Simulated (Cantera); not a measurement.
Cantera run, input and output.

```python
import numpy as np
import cantera as ct

gas = ct.Solution("h2o2.yaml")
gas.TPX = 1150, 1000, {'H2': 0.067, 'O2': 1}
inlet = ct.Reservoir(gas, clone=True)

reactor = ct.IdealGasConstPressureReactor(gas, energy="off", clone=False)
exhaust = ct.Reservoir(gas, clone=True)
tau = [19, 6.3, 2.1, 0.69, 0.23, 0.076, 0.025, 0.0083, 0.0027, 0.00091, 0.0003][0]
for a, b in ((inlet, reactor), (reactor, exhaust)):
    ct.MassFlowController(a, b, mdot=lambda t: reactor.mass / tau)
net = ct.ReactorNet([reactor])
show = ['H2', 'O2', 'OH', 'O', 'H']

rows = []
print(f"{'tau/s':>10s}{'T/K':>9s}" + "".join(f"{s:>11s}" for s in show))
for tau in [19, 6.3, 2.1, 0.69, 0.23, 0.076, 0.025, 0.0083, 0.0027, 0.00091, 0.0003]:
    net.initial_time = 0.0
    net.advance(30 * tau)
    before = gas.X
    net.advance(40 * tau)
    drift = np.max(np.abs(gas.X - before) / (gas.X + 1e-9))
    rows.append([gas.T, *gas[show].X, drift])
    print(f"{tau:10.3e}{gas.T:9.1f}" + "".join(f"{x:11.3e}" for x in gas[show].X))
```

It prints:

```
     tau/s      T/K         H2         O2         OH          O          H
 1.900e+01   1150.0  4.845e-05  9.344e-01  4.626e-04  5.822e-04  2.477e-05
 6.300e+00   1150.0  9.607e-05  9.337e-01  6.681e-04  1.204e-03  7.400e-05
 2.100e+00   1150.0  1.875e-04  9.322e-01  9.611e-04  2.448e-03  2.168e-04
 6.900e-01   1150.0  3.638e-04  9.295e-01  1.380e-03  4.901e-03  6.255e-04
 2.300e-01   1150.0  6.886e-04  9.245e-01  1.943e-03  9.266e-03  1.675e-03
 7.600e-02   1150.0  1.285e-03  9.166e-01  2.655e-03  1.601e-02  3.997e-03
 2.500e-02   1150.0  2.401e-03  9.075e-01  3.472e-03  2.336e-02  7.756e-03
 8.300e-03   1150.0  4.727e-03  9.017e-01  4.388e-03  2.708e-02  1.163e-02
 2.700e-03   1150.0  1.036e-02  9.026e-01  5.401e-03  2.492e-02  1.378e-02
 9.100e-04   1150.0  2.307e-02  9.105e-01  5.770e-03  1.781e-02  1.195e-02
 3.000e-04   1150.0  4.968e-02  9.281e-01  2.930e-03  5.744e-03  3.875e-03
```

Detailed kinetics in Cantera: the H2/O2 subset of GRI-Mech 3.0, which has no nitrogen chemistry. Radical loss at walls, strong at low pressure, is not modelled. The temperature is held fixed by assumption; the heat of reaction is taken as removed at once.
